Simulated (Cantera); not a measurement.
Charge: 1 mol V, 0.091 mol O2, 0.63 mol N2, 0.045 mol H2O, equilibrated at 1725 °C and 2.33 Torr.

Equilibrium computed with Cantera from the NASA thermochemical tables; the gas is ideal and each condensed phase is pure. Mutual solubility and eutectic melting of coexisting phases are not modelled. VN, VO: taken at fixed stoichiometry. Condensed phases not in the tables: solid solutions among these carbides, nitrides and lower oxides, V2N. Rates play no part.

```csv
species,before,after
N2,0.838,0.841
H2,0.149,0.153
H,0.0111,0.00572
VO,0.000609,0.000157
V,0.000621,8.14e-5
H2O,5.80e-5,0.000117
VO2,5.52e-5,2.81e-5
"VN(s), mol",0.773,0.773
"VO(s), mol",0.227,0.227
```
Gas species are given as mole fractions.

Problem. Which change was made?
A. pressure from 2.33 Torr to 0.0308 Torr
B. O2 from 0.091 to 8.1 mol
C. O2 from 0.091 to 0.81 mol
D. pressure from 2.33 Torr to 9.00 Torr

Solution. D, pressure from 2.33 Torr to 9.00 Torr
